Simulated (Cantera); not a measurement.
A closed system holds: 1 mol HCl, 0.32 mol O2, 2.3 mol N2, held at 0.100 bar.

Equilibrium computed with Cantera from the NASA thermochemical tables; the gas is ideal and each condensed phase is pure. Candidate condensed phases: H2O, NH4Cl; 29 gas species. Kinetics and transport are ignored. All values below are at 1525 °C.

Base state: N2 0.627, HCl 0.221, O2 0.0732, Cl 0.0473, H2O 0.0257, Cl2 0.00229, NO 0.00217, OH 0.000472 (mole fractions); condensed: gas only.

Question: What changes in the equilibrium state with this change: O2 from 0.32 to 0.038 mol?

Answer: 
| species | before | after |
|---|---|---|
| N2 | 0.627 | 0.684 |
| HCl | 0.221 | 0.264 |
| Cl | 0.0473 | 0.0312 |
| O2 | 0.0732 | 0.00276 |
| H2O | 0.0257 | 0.0164 |
| ClO | 7.22e-5 | 9.24e-6 |
| O | 0.000102 | 1.98e-5 |
| NO | 0.00217 | 0.000441 |
| H2 | 1.59e-5 | 5.23e-5 |
